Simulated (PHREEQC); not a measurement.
## Acid mine or pickling water (model solution)

Synthetic water in mg/kgw, 80 °C, pH 1.85, pe 12.6:

```tsv
constituent	mg/kgw
Na	185
K	11.6
Ca	163
Mg	97.7
Cl	289
S(6) as SO4	2140
Mn(2)	0.642
Sr	4.34
```

Valence states are taken as typed.

The numbers come from PHREEQC with the ion-association model, wateq4f.dat.

Precipitation was switched off in this run.

Problem. Estimate the ionic strength.

Solution. ionic strength 0.0442 mol/kgw.

Problem. In which forms is Sr present?

Solution. Sr+2 76 %, SrSO4 24 % of the Sr.

At this temperature some constants are extrapolated from 25 °C, and those without enthalpy data are left unchanged.
